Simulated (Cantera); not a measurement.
## Hydrocarbon pyrolysis for carbon deposition

An isothermal, constant-pressure homogeneous reactor starts with C2H6 : N2 = 1 : 2.1 (molar parts), at 1800 K and 100.0 Torr.

Detailed kinetics in Cantera: GRI-Mech 3.0 (53 species, 325 reactions). GRI-Mech 3.0 stops at C3 and has no aromatics, soot or wall deposition, so with more carbon than oxygen in the feed, carbon stays in small species such as C2H2 where larger ones or solid carbon would form.

```csv
t (s),x C2H6,x CH3,x C2H4,x CH2,x HCN
8.00e-5,0.0114,0.0246,0.0993,6.10e-5,1.67e-6
0.000378,0.000265,0.00394,0.0330,5.87e-6,2.00e-6
0.00179,6.41e-5,0.00189,0.00464,1.86e-6,2.02e-6
0.00846,3.50e-5,0.00143,0.00100,1.59e-6,2.19e-6
0.0400,5.83e-6,0.000609,0.000340,8.52e-7,2.91e-6
0.189,3.11e-7,0.000144,0.000239,2.45e-7,4.38e-6
0.894,2.49e-8,3.63e-5,0.000236,6.43e-8,6.26e-6
4.23,1.59e-8,2.64e-5,0.000237,4.70e-8,1.09e-5
20.0,1.59e-8,2.64e-5,0.000237,4.70e-8,3.66e-5
```
x: mole fraction; the columns are a selection and need not sum to one.

Equilibrium at this temperature and pressure: C2H6 1.06e-8, CH3 2.16e-5, C2H4 0.000158, CH2 3.84e-8, HCN 0.131 (gas phase only).
